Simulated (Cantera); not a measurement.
A Cantera script and its output.

```python
import numpy as np
import cantera as ct

gas = ct.Solution("SiF4_NH3_mec.yaml", "gas")
gas.TPX = 2373, 2666, {'NH3': 1, 'N2': 3.4}
reactor = ct.IdealGasConstPressureReactor(gas, energy="off", clone=False)
net = ct.ReactorNet([reactor])
net.rtol, net.atol = 1e-08, 1e-18
show = ['NH3', 'H', 'H2', 'NH', 'N2H2', 'N']
times = np.geomspace(6e-06, 60, 14)

steps = ct.SolutionArray(gas, extra=["t"])
rows = []
print(f"{'t/s':>10s}{'T/K':>9s}{'P/Pa':>11s}" + "".join(f"{s:>11s}" for s in show))
for t in times:
    while net.time < t:
        t_next = net.step()
        steps.append(gas.state, t=t_next)
    rows.append([np.interp(t, steps.t, y) for y in (steps.T, steps.P, *steps(*show).X.T)])
    print(f"{t:10.3e}{rows[-1][0]:9.1f}{rows[-1][1]:11.4g}" + "".join(f"{x:11.3e}" for x in rows[-1][2:]))
rate = np.gradient(steps.T, steps.t)
print("integrator steps:", len(steps.t))
if steps.T.max() > steps.T[0] + 200:
    print(f"time of steepest temperature rise: {steps.t[rate.argmax()]:.4e} s")
gas.TPX = 2373, 2666, {'NH3': 1, 'N2': 3.4}
gas.equilibrate("TP")
print(f"equilibrium (TP): T = {gas.T:.1f} K  " + "  ".join(f"{s} {gas[s].X[0]:.3e}" for s in show))
```

Output:

```
       t/s      T/K       P/Pa        NH3          H         H2         NH       N2H2          N
 6.000e-06   2373.0       2666  2.273e-01  5.867e-06  5.817e-06  1.072e-09  2.645e-11  1.199e-13
 2.073e-05   2373.0       2666  2.272e-01  7.353e-06  3.302e-05  2.450e-08  9.337e-10  1.441e-11
 7.163e-05   2373.0       2666  2.270e-01  7.432e-06  1.323e-04  4.107e-07  1.829e-08  8.717e-10
 2.475e-04   2373.0       2666  2.262e-01  8.548e-06  4.903e-04  6.092e-06  3.308e-07  3.563e-08
 8.551e-04   2373.0       2666  2.232e-01  2.533e-05  2.539e-03  3.810e-05  4.163e-06  4.352e-07
 2.954e-03   2373.0       2666  2.103e-01  1.096e-04  1.773e-02  7.839e-05  8.349e-06  2.980e-06
 1.021e-02   2373.0       2666  1.704e-01  3.014e-04  6.725e-02  9.678e-05  6.055e-06  8.562e-06
 3.527e-02   2373.0       2666  8.662e-02  7.753e-04  1.703e-01  8.790e-05  2.594e-06  1.292e-05
 1.219e-01   2373.0       2666  1.142e-02  2.043e-03  2.622e-01  4.221e-05  2.497e-07  1.246e-05
 4.210e-01   2373.0       2666  1.723e-05  1.173e-02  2.703e-01  2.094e-06  8.243e-11  3.554e-06
 1.455e+00   2373.0       2666  7.252e-08  3.598e-02  2.548e-01  9.344e-08  1.437e-13  5.162e-07
 5.026e+00   2373.0       2666  3.363e-08  4.306e-02  2.503e-01  6.431e-08  1.027e-13  4.329e-07
 1.737e+01   2373.0       2666  3.366e-08  4.307e-02  2.503e-01  6.444e-08  1.027e-13  4.339e-07
 6.000e+01   2373.0       2666  3.366e-08  4.307e-02  2.503e-01  6.444e-08  1.027e-13  4.339e-07
integrator steps: 1985
equilibrium (TP): T = 2373.0 K  NH3 3.366e-08  H 4.307e-02  H2 2.503e-01  NH 6.444e-08  N2H2 1.027e-13  N 4.339e-07
```

Computed with Cantera and the gas-phase N/H chemistry of the illustrative SiF4/NH3 mechanism in the Surface Chemkin manual (1991). Walls and surfaces, which speed up NH3 decomposition in real reactors, are not modelled.
